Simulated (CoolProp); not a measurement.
Aqueous sodium chloride as a coolant, at 39 °C, 1 atm.

Values from CoolProp's Melinder's fits for secondary coolants.

| mass % | freezing point (°C) | viscosity (mPa s) | cp (kJ/(kg K)) | density (kg/m³) | conductivity (W/(m K)) |
|---|---|---|---|---|---|
| 2.8 | -1.7 | 0.704 | 4.045 | 1012 | 0.626 |
| 5.6 | -3.4 | 0.745 | 3.922 | 1031 | 0.623 |
| 8.5 | -5.4 | 0.791 | 3.803 | 1052 | 0.620 |
| 11.3 | -7.6 | 0.841 | 3.697 | 1072 | 0.618 |
| 14.1 | -10.0 | 0.898 | 3.599 | 1093 | 0.615 |
| 16.9 | -12.8 | 0.967 | 3.510 | 1114 | 0.612 |
| 19.7 | -16.1 | 1.05 | 3.431 | 1136 | 0.608 |
